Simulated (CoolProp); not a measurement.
Saturation properties of R1336mzz(Z).

Computed with CoolProp (reference Helmholtz-energy equation of state, McLinden 2020).

| T (°C) | p (MPa) | liquid density (kg/m³) | vapour density (kg/m³) | enthalpy of vaporisation (kJ/kg) |
|---|---|---|---|---|
| -38.35 | 0.002637 | 1519 | 0.2224 | 195.5 |
| -21.85 | 0.007658 | 1480 | 0.6063 | 188.6 |
| -5.25 | 0.01907 | 1441 | 1.428 | 181.7 |
| 11.25 | 0.04159 | 1400 | 2.969 | 174.6 |
| 27.85 | 0.08215 | 1357 | 5.639 | 167.2 |
| 44.35 | 0.1486 | 1313 | 9.907 | 159.3 |
| 60.95 | 0.2517 | 1266 | 16.47 | 150.8 |
| 77.45 | 0.4017 | 1215 | 26.10 | 141.6 |
| 94.05 | 0.6131 | 1160 | 40.12 | 131.2 |
| 110.55 | 0.8976 | 1099 | 60.22 | 119.3 |
| 127.15 | 1.275 | 1028 | 89.90 | 105.1 |

It boils at 33.5 °C under 1 atm.
